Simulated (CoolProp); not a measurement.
Saturation properties of decamethylcyclopentasiloxane (D5) (Tc = 618.3 K, pc = 10.78 bar, ω = 0.631).

Values from CoolProp's reference Helmholtz-energy equation of state, Thol 2019.

```
T (K)   p (bar)  liquid density (kg/m³)  vapour density (kg/m³)  surface tension (mN/m)
-----  --------  ----------------------  ----------------------  ----------------------
349.6  0.007357                   898.7                 0.09405                    14.3
369     0.02048                   877.9                  0.2487                    12.9
388.4   0.04961                   856.8                  0.5751                    11.5
407.8    0.1072                   835.2                   1.193                    10.3
427.1    0.2099                   813.3                   2.257                    9.00
446.5    0.3812                   790.4                   3.986                    7.79
465.9    0.6480                   766.6                   6.642                    6.63
485.3     1.042                   741.5                   10.56                    5.52
504.7     1.599                   714.6                   16.20                    4.46
```

It boils at 484.1 K under 1 atm.

Surface tension comes from a separate correlation (Mulero 2014), older than this fluid's equation and unchecked against measurements.
